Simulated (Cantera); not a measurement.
Input (Python, Cantera):

```python
import numpy as np
import cantera as ct

gas = ct.Solution("gri30.yaml")
gas.TPX = 398, 21000, {'CH3OH': 1, 'O2': 2.73, 'N2': 10.3}
inlet = ct.Reservoir(gas, clone=True)
gas.equilibrate("HP")  # start burning
reactor = ct.IdealGasConstPressureReactor(gas, energy="on", clone=False)
exhaust = ct.Reservoir(gas, clone=True)
tau = [0.035, 0.018, 0.0097, 0.0051, 0.0027, 0.0014, 0.00074, 0.00039, 0.00021, 0.00011, 5.7e-05, 3e-05][0]
for a, b in ((inlet, reactor), (reactor, exhaust)):
    ct.MassFlowController(a, b, mdot=lambda t: reactor.mass / tau)
net = ct.ReactorNet([reactor])
show = ['CH3OH', 'O2', 'CO2', 'C2H', 'NO2', 'CO']

rows = []
print(f"{'tau/s':>10s}{'T/K':>9s}" + "".join(f"{s:>11s}" for s in show))
for tau in [0.035, 0.018, 0.0097, 0.0051, 0.0027, 0.0014, 0.00074, 0.00039, 0.00021, 0.00011, 5.7e-05, 3e-05]:
    net.initial_time = 0.0
    net.advance(30 * tau)
    before = gas.X
    net.advance(40 * tau)
    drift = np.max(np.abs(gas.X - before) / (gas.X + 1e-9))
    rows.append([gas.T, *gas[show].X, drift])
    print(f"{tau:10.3e}{gas.T:9.1f}" + "".join(f"{x:11.3e}" for x in gas[show].X))
```

It prints:

```
     tau/s      T/K      CH3OH         O2        CO2        C2H        NO2         CO
 3.500e-02   1654.0  1.428e-05  8.481e-02  6.605e-02  1.338e-15  1.658e-09  2.496e-03
 1.800e-02   1636.2  2.258e-05  8.521e-02  6.485e-02  4.723e-15  1.197e-09  3.598e-03
 9.700e-03   1615.6  3.593e-05  8.585e-02  6.327e-02  1.511e-14  9.259e-10  5.056e-03
 5.100e-03   1589.5  6.229e-05  8.699e-02  6.081e-02  4.973e-14  7.398e-10  7.343e-03
 2.700e-03   1555.6  1.228e-04  8.920e-02  5.660e-02  1.563e-13  6.212e-10  1.128e-02
 1.400e-03    398.0  7.128e-02  1.946e-01 -3.428e-15 -1.624e-57 -3.910e-20 -1.988e-15
 7.400e-04    398.0  7.128e-02  1.946e-01  1.555e-18  2.395e-63  1.774e-23  9.017e-19
 3.900e-04    398.0  7.128e-02  1.946e-01  8.989e-20 -1.080e-64  1.025e-24  5.212e-20
 2.100e-04    398.0  7.128e-02  1.946e-01  5.678e-21  7.510e-65  6.476e-26  3.292e-21
 1.100e-04    398.0  7.128e-02  1.946e-01  3.587e-22  1.338e-67  4.091e-27  2.080e-22
 5.700e-05    398.0  7.128e-02  1.946e-01  2.265e-23 -1.633e-69  2.584e-28  1.314e-23
 3.000e-05    398.0  7.128e-02  1.946e-01  1.431e-24 -1.979e-75  1.632e-29  8.298e-25
```

Computed with Cantera and GRI-Mech 3.0 (53 species, 325 reactions). GRI-Mech 3.0 was tuned for natural gas; its chemistry of methanol as a main component is partial and can be far from experiment.
